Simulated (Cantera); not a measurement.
A closed system holds: 1 mol B, 51 mol H₂, equilibrated at 1450 K and 0.000330 bar.

Equilibrium computed with Cantera from the NASA thermochemical tables; the gas is ideal and each condensed phase is pure. Candidate condensed phases: B; 7 gas species. The numbers say what is thermodynamically allowed, not how fast it happens.

Base state: H₂ 0.999, H 0.000520 (mole fractions); condensed: B(s).

Question: What changes in the equilibrium state with this change: temperature from 1450 K to 1675 K?

Answer: 
| species | before | after |
|---|---|---|
| H₂ | 0.999 | 0.994 |
| H | 0.000520 | 0.00637 |
| BH₂ | 5.78e-6 | 4.95e-5 |
| B(s), mol | 1.000 | 0.997 |
The tables' values for BH₂ are old estimates; treat these amounts as uncertain.
